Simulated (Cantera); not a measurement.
Input (Python, Cantera):

```python
import numpy as np
import cantera as ct

gas = ct.Solution("gri30.yaml")


def delay(T, t_max=10):
    gas.TPX = T, 1000000, {'CH4': 1, 'C2H6': 0.011, 'O2': 1.42, 'N2': 5.34, 'CO2': 1.8}
    reactor = ct.IdealGasConstPressureReactor(gas, clone=False)
    net = ct.ReactorNet([reactor])
    net.rtol, net.atol = 1e-8, 1e-16
    while net.time < t_max:
        t_old, T_old = net.time, reactor.T
        net.step()
        if reactor.T > T + 400:  # ignition: a rise of 400 K
            return t_old + (T + 400 - T_old) / (reactor.T - T_old) * (net.time - t_old)
    return np.nan


taus = []
for T in [1000, 1075, 1150, 1225, 1300, 1375]:
    taus.append(delay(T))
    print(f"T0 = {T:6g} K   tau = {taus[-1]:.4e} s")
```

Output:

```
T0 =   1000 K   tau = 6.7703e-02 s
T0 =   1075 K   tau = 2.4158e-02 s
T0 =   1150 K   tau = 9.7485e-03 s
T0 =   1225 K   tau = 4.1996e-03 s
T0 =   1300 K   tau = 1.8852e-03 s
T0 =   1375 K   tau = 8.7096e-04 s
```

Computed with Cantera and GRI-Mech 3.0 (53 species, 325 reactions).
